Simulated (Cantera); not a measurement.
What does this Cantera script print?

```python
import numpy as np
import cantera as ct

gas_names = """
    B BH BH2 BH3 BN BO BO2 B2 B2O B2O2 B2O3 B3O3H3 H HBO HBO2 HNO HNO2 HNO3 HO2 H2 H2O H2O2 H3B3O6 N NH
    NH2 NH3 NH2OH NO NO2 NO3 N2 N2H2 N2H4 N2O O OH O2 O3
""".split()
cond_names = """
    B(b) B(L) BN(s) B2O3(L) B3O3H3(cr) H2O(s) H2O(L)
""".split()


def load(file, names, dense=False):
    # The tables refer to 1 bar. Condensed volumes are neglected.
    table = {s.name: s for s in ct.Species.list_from_file(file)}
    out = []
    for n in names:
        d = dict(table[n].input_data)
        d["thermo"] = dict(d["thermo"], **{"reference-pressure": 1e5})
        if dense:
            d["equation-of-state"] = {"model": "constant-volume", "density": "1e6 g/cm^3"}
        out.append(ct.Species.from_dict(d))
    return out


gas = ct.Solution(thermo="ideal-gas", species=load("nasa_gas.yaml", gas_names))
cond = {s.name: ct.Solution(thermo="fixed-stoichiometry", species=[s], name=s.name)
        for s in load("nasa_condensed.yaml", cond_names, dense=True)}
atoms = {
    'B2H6': {'B': 2, 'H': 6},
    'H2O': {'H': 2, 'O': 1},
    'N2': {'N': 2},
}
top_T = {'BN(s)': 3200}  # K; cautious upper limits of use, not melting points


def equilibrate(T, P, feed):
    n = {}
    for name, mol in feed.items():
        for a, k in atoms[name].items():
            n[a] = n.get(a, 0.0) + k * mol
    gas.TPX = T, P, n
    mass = sum(n.values()) * gas.mean_molecular_weight
    gas.equilibrate("TP")
    valid = [c for c in cond.values() if c.min_temp <= T <= top_T.get(c.name, c.max_temp)]
    mix = ct.Mixture([(gas, mass / gas.mean_molecular_weight)] + [(c, 0.0) for c in valid])
    mix.T, mix.P = T, P
    mix.equilibrate("TP", solver="vcs", rtol=1e-11, max_steps=5000)
    return mix


results = []
feed = {'B2H6': 1, 'H2O': 19, 'N2': 0.89}  # mol
T = 2225  # K
P = 46000  # Pa
mix = equilibrate(T, P, feed)
results.append((T, P, feed, dict(zip(mix.species_names, mix.species_moles))))
x = sorted(zip(gas.X, gas.species_names), reverse=True)
print(f"T = {T:g} K  P = {P:g} Pa  gas = {mix.phase_moles(0):.4g} mol")
print("   x: " + "  ".join(f"{s} {v:.3e}" for v, s in x if v > 1e-05))
print("   condensed (mol): " + ("  ".join(f"{mix.phase(i).name} {mix.phase_moles(i):.4g}"
      for i in range(1, mix.n_phases) if mix.phase_moles(i) > 1e-12) or "none"))
```

Result:

```
T = 2225 K  P = 46000 Pa  gas = 23.97 mol
   x: H2O 6.258e-01  H2 2.486e-01  HBO2 7.979e-02  N2 3.711e-02  H 4.762e-03  OH 1.736e-03  B2O3 1.465e-03  HBO 3.552e-04  BO2 2.665e-04  BO 8.098e-05  NO 3.125e-05  O2 2.442e-05  O 2.305e-05
   condensed (mol): none
```

Cantera equilibrium calculation (NASA polynomials, part measured and part estimated; ideal gas, pure solids and liquids). The feed counts by its element totals alone.
